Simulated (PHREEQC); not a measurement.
Solution (25 °C): 0.29 mol/kgw CsOH. Closed to the air; pH follows from the charge balance.

All values are PHREEQC results (ion-association model, wateq4f.dat), not measurements.

No solid was allowed to form.

Question: Predict the pH.

Answer: pH 13.30.
